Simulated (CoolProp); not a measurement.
Properties of p-xylene at several states (Tc = 343.0 °C, pc = 3532 kPa, ω = 0.324).

Model: reference Helmholtz-energy equation of state, Zhou 2012, in CoolProp.

```csv
T (°C),p (kPa),phase,Z,Joule-Thomson coefficient (K/MPa),isothermal compressibility (1/MPa),expansivity (1/kK),Prandtl number
92.65,715,liquid,0.03130,(withheld),0.001455,1.147,(withheld)
319.45,2790,liquid,0.1236,2.316,0.06865,8.395,3.03
86.15,68.5,liquid,0.003033,-0.3831,0.001395,1.137,5.67
108.05,288,liquid,0.01233,-0.3462,(withheld),1.201,5.19
97.15,48.9,liquid,0.002128,-0.3646,0.001527,1.169,5.41
```

### Question
Fill in the missing entries.

### Answer

- 92.65, Joule-Thomson coefficient (K/MPa): -0.3740
- 92.65, Prandtl number: 5.52
- 108.05, isothermal compressibility (1/MPa): 0.001668

Viscosity comes from a separate model (Balogun 2015). Thermal conductivity comes from a separate model (Mylona 2014).
